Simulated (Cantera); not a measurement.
# Ignition delay

Mixture: C₂H₄ : O₂ : N₂ : H₂O = 1 : 4.62 : 17.4 : 3.4 (molar parts), equivalence ratio 0.65, at 1.00 bar, adiabatic and at constant volume. Ignition delay is the time to a rise of 400 K.

Computed with Cantera and GRI-Mech 3.0 (53 species, 325 reactions). GRI-Mech 3.0 was tuned for natural gas; its chemistry of ethylene as a main component is partial and can be far from experiment. Where the delays flatten at high temperature, the 400 K rule measures the pace of heat release, not the induction time.

| T0 (K) | delay (ms) |
|---|---|
| 1175 | 0.804 |
| 1275 | 0.133 |
| 1375 | 0.0610 |
| 1475 | 0.0368 |
| 1575 | 0.0249 |
| 1675 | 0.0180 |
| 1775 | 0.0135 |
| 1875 | 0.0105 |
| 1975 | 0.00829 |
| 2075 | 0.00670 |

| Quantity | Result |
|---|---|
| apparent activation energy between 1875 and 2075 K | 72 kJ/mol |
